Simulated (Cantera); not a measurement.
**NO annealing gas**

A perfectly stirred reactor is fed with 55.2 % NO, 44.8 % N2, at 0.132 atm; it is held at 1973 K, and followed from long to short residence time.

Detailed kinetics in Cantera: GRI-Mech 3.0 (53 species, 325 reactions).

```csv
τ (s),x NO,x N2O,x N2,x O2,x O,x NO2
6.6,0.210,1.56e-5,0.619,0.171,0.000629,0.000124
2.7,0.329,4.00e-5,0.559,0.111,0.000519,0.000158
1.1,0.438,7.41e-5,0.505,0.0571,0.000391,0.000152
0.43,0.505,0.000103,0.471,0.0236,0.000282,0.000120
0.17,0.534,0.000117,0.457,0.00912,0.000216,9.15e-5
0.069,0.545,0.000120,0.451,0.00352,0.000182,7.50e-5
0.028,0.549,0.000116,0.449,0.00130,0.000160,6.49e-5
0.011,0.551,0.000101,0.448,0.000415,0.000136,5.48e-5
0.0045,0.552,7.58e-5,0.448,0.000108,0.000102,4.04e-5
```
x: mole fraction; the columns are a selection and need not sum to one.
